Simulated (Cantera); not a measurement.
Cantera run:

```python
import numpy as np
import cantera as ct

gas_names = """
    C CN CO CO2 C2 CCN CNC C2N2 C2O C3 C3O2 C4 C4N2 C5 N NCO NO NO2 NO3 N2 N2O O O2 O3 Si SiC SiC2 SiN
    SiO SiO2 Si2 Si2C Si2N Si3
""".split()
cond_names = """
    C(gr) Si(cr) Si(L) SiC(b) SiO2(Lqz) SiO2(hqz) SiO2(L) Si2N2O(s) Si3N4(a)
""".split()


# ... load() reads the species with a 1 bar reference pressure and builds the phases ...
atoms = {
    'SiO2': {'Si': 1, 'O': 2},
    'CO': {'C': 1, 'O': 1},
    'N2': {'N': 2},
}
top_T = {'C(gr)': 4500, 'SiC(b)': 3050, 'Si2N2O(s)': 2100, 'Si3N4(a)': 2400}  # K; cautious upper limits of use, not melting points


# ... equilibrate(T, P, feed) seeds the gas with the atoms and calls Mixture.equilibrate('TP', solver="vcs", rtol=1e-11, max_steps=5000) ...
results = []
feed = {'SiO2': 1, 'CO': 11, 'N2': 0.8}  # mol
T = 1298.15  # K
P = 55000  # Pa
mix = equilibrate(T, P, feed)
results.append((T, P, feed, dict(zip(mix.species_names, mix.species_moles))))
print(gas.report(threshold=1e-06))
for i in range(1, mix.n_phases):
    print(f"{mix.phase(i).name:16s} {mix.phase_moles(i):12.5e} mol")
```

It prints:

```
       temperature   1298.2 K
          pressure   55000 Pa
           density   0.14294 kg/m^3
  mean mol. weight   28.05 kg/kmol
   phase of matter   gas

                          1 kg             1 kmol
                     ---------------   ---------------
          enthalpy       -2.5642e+06       -7.1928e+07  J
   internal energy        -2.949e+06       -8.2721e+07  J
           entropy            8919.9        2.5021e+05  J/K
    Gibbs function       -1.4144e+07       -3.9674e+08  J
 heat capacity c_p            1229.3             34482  J/K
 heat capacity c_v            932.86             26167  J/K

                      mass frac. Y      mole frac. X     chem. pot. / RT
                     ---------------   ---------------   ---------------
                CO           0.92818           0.92952           -37.237
               CO2         0.0039421         0.0025126           -72.543
                N2          0.067879          0.067967           -28.866
     [  +31 minor]        1.1932e-09         7.574e-10

C(gr)             2.95747e-02 mol
Si(cr)            0.00000e+00 mol
SiC(b)            0.00000e+00 mol
SiO2(hqz)         1.00000e+00 mol
Si2N2O(s)         0.00000e+00 mol
Si3N4(a)          0.00000e+00 mol
```

Equilibrium computed with Cantera from the NASA thermochemical tables; the gas is ideal and each condensed phase is pure. The tables hold silica as quartz up to 1696 K and as liquid above; real silica turns to tridymite and cristobalite and melts near 1996 K.
